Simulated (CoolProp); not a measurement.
A simple Rankine cycle with chlorine: condensing at 310.15 K, boiler at 6.1 MPa, turbine inlet 406.5 K, turbine efficiency 0.65, pump efficiency 0.8, no recuperator. Each further row changes one setting.

The numbers come from the reference Helmholtz-energy equation of state, Thol 2021 in CoolProp.

```tsv
case	thermal efficiency (%)	net work (kJ/kg)	heat in (kJ/kg)	turbine exit temperature (K)	volume ratio over the turbine
as stated	11.1	25.3	227	310.1	5.57
turbine inlet 426.5 K	11.7	29.8	254	310.1	4.94
condensing temperature 302.15 K	12.1	28.5	235	302.1	6.75
boiler pressure 4.27 MPa	10.0	26.0	260	310.1	3.44
turbine efficiency 0.55	9.1	20.7	227	310.1	5.69
```

The expansion ends wet for: as stated; turbine inlet 426.5 K; condensing temperature 302.15 K; boiler pressure 4.27 MPa; turbine efficiency 0.55.
